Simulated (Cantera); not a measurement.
## Hydrocarbon pyrolysis for carbon deposition

A perfectly stirred reactor is fed with 38.5 % C₂H₆, 61.5 % N₂, at 0.0132 atm; it is held at 1225 K, and followed from long to short residence time.

Model: GRI-Mech 3.0 (53 species, 325 reactions), integrated in Cantera. GRI-Mech 3.0 stops at C3 and has no aromatics, soot or wall deposition, so with more carbon than oxygen in the feed, carbon stays in small species such as C2H2 where larger ones or solid carbon would form. Radical loss at walls, strong at low pressure, is not modelled.

| τ (s) | x C₂H₆ | x CH₄ | x C₂H | x CH₃ | x H |
|---|---|---|---|---|---|
| 5.8 | 0.00514 | 0.0742 | 1.87e-9 | 8.65e-5 | 1.77e-5 |
| 2.2 | 0.0121 | 0.0815 | 1.79e-9 | 0.000131 | 1.97e-5 |
| 0.82 | 0.0296 | 0.0837 | 1.43e-9 | 0.000203 | 2.10e-5 |
| 0.31 | 0.0698 | 0.0739 | 8.94e-10 | 0.000307 | 2.06e-5 |
| 0.12 | 0.145 | 0.0506 | 4.45e-10 | 0.000425 | 1.86e-5 |
| 0.044 | 0.249 | 0.0242 | 1.83e-10 | 0.000517 | 1.58e-5 |
| 0.017 | 0.324 | 0.00921 | 6.84e-11 | 0.000520 | 1.33e-5 |
| 0.0063 | 0.365 | 0.00261 | 1.70e-11 | 0.000409 | 1.03e-5 |
x: mole fraction; the columns are a selection and need not sum to one.
